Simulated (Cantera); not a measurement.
Charge: 1 mol Fe(CO)5, 0.11 mol O2, 29 mol H2, at 1102 °C and 0.0100 bar.

Equilibrium computed with Cantera from the NASA thermochemical tables; the gas is ideal and each condensed phase is pure. Candidate condensed phases: C, C6H6, C7H8, C8H18, Fe, Fe(CO)5, FeO, Fe(OH)2, Fe(OH)3, Fe2O3, Fe3O4, H2O; 114 gas species. Kinetics and transport are ignored.

Base state: H2 0.847, CO 0.147, H2O 0.00597, CO2 0.000500, H 3.15e-5 (mole fractions); condensed: Fe(γ).

### Question
What changes in the equilibrium state with this change: Fe(CO)5 replaced by Pb?

### Answer
| species | before | after |
|---|---|---|
| H2 | 0.847 | 0.959 |
| Pb | 0 | 0.0333 |
| H2O | 0.00597 | 0.00733 |
| CO | 0.147 | 0 |
| CO2 | 0.000500 | 0 |
| H | 3.15e-5 | 3.36e-5 |
| Fe(γ), mol | 1.000 | 0 |
Further candidate phases: Pb, PbO, PbO2, Pb3O4.

### Question
What changes in the equilibrium state with this change: temperature from 1102 °C to 727 °C?

### Answer
```json
[
 {"species": "H2", "before": "0.847", "after": "0.848"},
 {"species": "CO", "before": "0.147", "after": "0.146"},
 {"species": "H2O", "before": "0.00597", "after": "0.00524"},
 {"species": "CO2", "before": "0.000500", "after": "0.00129"},
 {"species": "CH4", "before": "3.42e-8", "after": "6.39e-5"},
 {"species": "H", "before": "3.15e-5", "after": "2.09e-8"},
 {"species": "Fe(γ), mol", "before": "1.000", "after": "0"},
 {"species": "Fe(α), mol", "before": "0", "after": "1.00"}
]
```
